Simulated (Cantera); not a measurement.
A perfectly stirred reactor is fed with H₂ : O₂ = 0.02 : 1 (molar parts), equivalence ratio 0.010, at 0.0133 bar; it is held at 1300 K, and followed from long to short residence time.

Detailed kinetics in Cantera: GRI-Mech 3.0 (53 species, 325 reactions). Radical loss at walls, strong at low pressure, is not modelled.

**Question.** What does this change do: temperature 1300 to 1173 K?

**Answer.** 
| quantity | before | after |
|---|---|---|
| x(H₂) at τ = 0.620 s | 8.14e-5 | 0.000111 |
| x(O₂) at τ = 0.620 s | 0.975 | 0.977 |
| x(OH) at τ = 0.620 s | 0.00112 | 0.000674 |
| x(H₂O) at τ = 0.620 s | 0.0190 | 0.0192 |
| x(HO₂) at τ = 0.620 s | 6.57e-7 | 9.93e-7 |
| x(H₂) at τ = 32.0 ms | 0.000429 | 0.000668 |
| x(O₂) at τ = 32.0 ms | 0.966 | 0.969 |
| x(OH) at τ = 32.0 ms | 0.00204 | 0.00150 |
| x(H₂O) at τ = 32.0 ms | 0.0177 | 0.0176 |
| x(HO₂) at τ = 32.0 ms | 1.13e-6 | 1.89e-6 |

**Question.** What does this change do: temperature 1300 to 1175 K?

**Answer.** 
| quantity | before | after |
|---|---|---|
| x(H₂) at τ = 0.620 s | 8.14e-5 | 0.000111 |
| x(O₂) at τ = 0.620 s | 0.975 | 0.977 |
| x(OH) at τ = 0.620 s | 0.00112 | 0.000680 |
| x(H₂O) at τ = 0.620 s | 0.0190 | 0.0192 |
| x(HO₂) at τ = 0.620 s | 6.57e-7 | 9.86e-7 |
| x(H₂) at τ = 32.0 ms | 0.000429 | 0.000662 |
| x(O₂) at τ = 32.0 ms | 0.966 | 0.968 |
| x(OH) at τ = 32.0 ms | 0.00204 | 0.00151 |
| x(H₂O) at τ = 32.0 ms | 0.0177 | 0.0176 |
| x(HO₂) at τ = 32.0 ms | 1.13e-6 | 1.88e-6 |
